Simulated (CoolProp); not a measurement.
Vapour-liquid equilibrium of trans-2-butene (1) + acetone (2) at 0.177 MPa; x and y are mole fractions of (1).

Computed with CoolProp (multi-fluid Helmholtz-energy mixture model, Lemmon 2005 and Lemmon 2006; pair parameters Bell 2016).

Task: Give the bubble temperature and the first vapour's composition at x = 0.05, 0.65, 0.95. Is there an azeotrope?

Result: x = 0.05: 59.6 °C, y = 0.370; x = 0.65: 21.0 °C, y = 0.905; x = 0.95: 17.1 °C, y = 0.975. No azeotrope shows between x = 0.05 and 0.95.

The pair parameters rest on a limited set of measurements; away from them the model extrapolates. With so large a gap from Raoult's law the liquid may split in two, which this calculation doesn't test in full.
